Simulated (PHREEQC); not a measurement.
Consider water at 88 °C with 0.32 mmol/kgw PbCl2 and 3.6 mmol/kgw HF. Closed to the air; pH follows from the charge balance.

The numbers come from PHREEQC with the ion-association model, wateq4f.dat.

This is a speciation only: nothing precipitates in the calculation.

Q: Order these Pb species by the share of Pb that they hold, largest first: PbF+, PbCl+, Pb+2.

A: Pb+2 (92 %), PbCl+ (6.7 %), PbF+ (1.0 %)

The pH is 3.13 and the ionic strength 0.00169 mol/kgw. Away from 25 °C the constants follow the database's enthalpies or fits; those with neither stay at their 25 °C values.
